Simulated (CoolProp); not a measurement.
R365MFC at several states: Z from the reference equation and from simpler models built on Tc = 186.9 °C, pc = 32.66 bar, ω = 0.377; each cubic takes its own stable root.

Values from CoolProp's reference Helmholtz-energy equation of state, Lemmon 2016.

```
T (°C)  p (bar)   phase  reference
------  -------  ------  ---------
17.75      22.9  liquid     0.1097
8.35      0.754  liquid   0.003692
116.85     58.9  liquid     0.2530
64.15      54.7  liquid     0.2431
```

Question: How far does each simpler model (Redlich-Kwong, Soave-Redlich-Kwong, Peng-Robinson) lie from the reference over these 4 states: mean and median of the absolute difference, and the worst?

Answer: 
- Redlich-Kwong: mean 6544.7 %, median 13.9 %, worst +26137.8 % at 8.35 °C and 0.754 bar
- Soave-Redlich-Kwong: mean 8.3 %, median 8.2 %, worst +9.1 % at 116.85 °C and 58.9 bar
- Peng-Robinson: mean 4.0 %, median 4.1 %, worst -4.6 % at 64.15 °C and 54.7 bar

At some of these states Redlich-Kwong gives the other phase, because its saturation line lies elsewhere.
